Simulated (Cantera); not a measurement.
Cantera run, input and output.

```python
import numpy as np
import cantera as ct

gas = ct.Solution("gri30.yaml")


def delay(T, t_max=10):
    gas.TPX = T, 100000, {'CH4': 1, 'O2': 3.08, 'N2': 11.6}
    reactor = ct.IdealGasConstPressureReactor(gas, clone=False)
    net = ct.ReactorNet([reactor])
    net.rtol, net.atol = 1e-8, 1e-16
    while net.time < t_max:
        t_old, T_old = net.time, reactor.T
        net.step()
        if reactor.T > T + 400:  # ignition: a rise of 400 K
            return t_old + (T + 400 - T_old) / (reactor.T - T_old) * (net.time - t_old)
    return np.nan


taus = []
for T in [1075, 1150, 1225, 1300, 1375, 1450, 1525]:
    taus.append(delay(T))
    print(f"T0 = {T:6g} K   tau = {taus[-1]:.4e} s")
```

Output:

```
T0 =   1075 K   tau = 2.4860e-01 s
T0 =   1150 K   tau = 7.6360e-02 s
T0 =   1225 K   tau = 2.5671e-02 s
T0 =   1300 K   tau = 9.4167e-03 s
T0 =   1375 K   tau = 3.7690e-03 s
T0 =   1450 K   tau = 1.6539e-03 s
T0 =   1525 K   tau = 7.9899e-04 s
```

Detailed kinetics in Cantera: GRI-Mech 3.0 (53 species, 325 reactions).
